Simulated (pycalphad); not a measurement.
## Freezing of Si-Al alloys with rising Al

CALPHAD calculation (pycalphad, COST 507 light-alloy database (1999)), 1 atm. The data set is of 1999 and partly superseded. Phase fractions are per mole of atoms.

Scheil-Gulliver runs (no diffusion in the solid, steps of 4 K) beside full equilibrium.

| alloy | liquidus (K) | Scheil, half solid (K) | Scheil, 80 % solid (K) | Scheil, invariant end (K) | liquid left at that end | equilibrium solidus (K) |
|---|---|---|---|---|---|---|
| Si-13.05Al (at.%) | ___ | ___ | ___ | 850 | ___ | 850 |
| Si-17.4Al (at.%) | 1598 | 1476 | 866 | 850 | 0.20 | 850 |
| Si-26.1Al (at.%) | 1542 | 1313 | at the invariant end | 850 | 0.30 | 850 |
| Si-34.8Al (at.%) | 1476 | 1110 | at the invariant end | 850 | 0.40 | 850 |
| Si-52.2Al (at.%) | 1313 | at the invariant end | at the invariant end | 850 | 0.59 | 850 |

Fill in the missing entries.


- Si-13.05Al (at.%), liquidus (K): 1622
- Si-13.05Al (at.%), Scheil, half solid (K): 1542
- Si-13.05Al (at.%), Scheil, 80 % solid (K): 1164
- Si-13.05Al (at.%), liquid left at that end: 0.15
